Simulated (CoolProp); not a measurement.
Properties of isobutane along the isobar 8.19 bar.

Computed with CoolProp (reference Helmholtz-energy equation of state, Bücker 2006).

```tsv
T (°C)	phase	Z	expansivity (1/kK)	viscosity (µPa s)	conductivity (mW/(m K))
-67.95	liquid	0.04272	1.517	505	127
-62.75	liquid	0.04199	1.539	463	125
-57.55	liquid	0.04131	1.563	427	123
-52.35	liquid	0.04067	1.589	394	121
-47.15	liquid	0.04007	1.616	365	118
-41.95	liquid	0.03950	1.644	339	116
-36.75	liquid	0.03896	1.675	316	114
-31.55	liquid	0.03846	1.708	295	112
-26.45	liquid	0.03800	1.742	276	110
-21.25	liquid	0.03756	1.780	258	108
-16.05	liquid	0.03714	1.820	242	105
-10.85	liquid	0.03676	1.863	227	103
-5.65	liquid	0.03640	1.910	214	101
```

Viscosity comes from a separate model (Vogel 2000). Thermal conductivity comes from a separate model (Perkins 2002).
